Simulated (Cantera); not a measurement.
Input (Python, Cantera) and output of one run.

```python
import numpy as np
import cantera as ct

gas_names = """
    AL ALCL ALCL2 ALCL3 ALH ALN AL2 AL2CL6 CL CL2 H HCL H2 N NH NH2 NH3 N2 N2H2 N2H4
""".split()
cond_names = """
    AL(cr) AL(L) ALCL3(s) ALCL3(L) ALN(s) NH4CL(a) NH4CL(b)
""".split()


# ... load() reads the species with a 1 bar reference pressure and builds the phases ...
atoms = {
    'AlCl3': {'AL': 1, 'CL': 3},
    'NH3': {'N': 1, 'H': 3},
    'N2': {'N': 2},
}
top_T = {'ALN(s)': 2750}  # K; cautious upper limits of use, not melting points


# ... equilibrate(T, P, feed) seeds the gas with the atoms and calls Mixture.equilibrate('TP', solver="vcs", rtol=1e-11, max_steps=5000) ...
results = []
T = 973.15  # K
P = 10000  # Pa
for m in [1.1, 2.1, 4.4, 9, 18, 37, 76, 160]:
    feed = {'AlCl3': 1, 'NH3': m, 'N2': 7.2}  # mol
    mix = equilibrate(T, P, feed)
    results.append((T, P, feed, dict(zip(mix.species_names, mix.species_moles))))
    x = sorted(zip(gas.X, gas.species_names), reverse=True)
    print(f"T = {T:g} K  P = {P:g} Pa  n(NH3) = {m:g} mol  gas = {mix.phase_moles(0):.4g} mol")
    print("   x: " + "  ".join(f"{s} {v:.3e}" for v, s in x if v > 1e-06))
    print("   condensed (mol): " + ("  ".join(f"{mix.phase(i).name} {mix.phase_moles(i):.4g}"
          for i in range(1, mix.n_phases) if mix.phase_moles(i) > 1e-12) or "none"))
```

Output:

```
T = 973.15 K  P = 10000 Pa  n(NH3) = 1.1 mol  gas = 10.4 mol
   x: N2 7.343e-01  H2 1.259e-01  ALCL3 7.413e-02  HCL 6.560e-02  AL2CL6 8.016e-05  NH3 2.674e-06
   condensed (mol): ALN(s) 0.2274
T = 973.15 K  P = 10000 Pa  n(NH3) = 2.1 mol  gas = 12.4 mol
   x: N2 6.526e-01  H2 2.159e-01  HCL 7.632e-02  ALCL3 5.512e-02  AL2CL6 4.431e-05  NH3 5.663e-06
   condensed (mol): ALN(s) 0.3154
T = 973.15 K  P = 10000 Pa  n(NH3) = 4.4 mol  gas = 17 mol
   x: N2 5.398e-01  H2 3.488e-01  HCL 7.883e-02  ALCL3 3.252e-02  AL2CL6 1.542e-05  NH3 1.058e-05
   condensed (mol): ALN(s) 0.4467
T = 973.15 K  P = 10000 Pa  n(NH3) = 9 mol  gas = 26.2 mol
   x: H2 4.807e-01  N2 4.350e-01  HCL 6.915e-02  ALCL3 1.511e-02  NH3 1.536e-05  AL2CL6 3.331e-06
   condensed (mol): ALN(s) 0.6039
T = 973.15 K  P = 10000 Pa  n(NH3) = 18 mol  gas = 44.2 mol
   x: H2 5.848e-01  N2 3.578e-01  HCL 5.202e-02  ALCL3 5.286e-03  NH3 1.870e-05
   condensed (mol): ALN(s) 0.7663
T = 973.15 K  P = 10000 Pa  n(NH3) = 37 mol  gas = 82.2 mol
   x: H2 6.587e-01  N2 3.072e-01  HCL 3.288e-02  ALCL3 1.206e-03  NH3 2.071e-05
   condensed (mol): ALN(s) 0.9009
T = 973.15 K  P = 10000 Pa  n(NH3) = 76 mol  gas = 160.2 mol
   x: H2 7.025e-01  N2 2.791e-01  HCL 1.815e-02  ALCL3 1.931e-04  NH3 2.174e-05
   condensed (mol): ALN(s) 0.9691
T = 973.15 K  P = 10000 Pa  n(NH3) = 160 mol  gas = 328.2 mol
   x: H2 7.267e-01  N2 2.642e-01  HCL 9.070e-03  ALCL3 2.355e-05  NH3 2.225e-05
   condensed (mol): ALN(s) 0.9923
```

These are equilibrium values from Cantera (NASA tables, ideal gas, pure condensed phases), not measurements of a reactor.
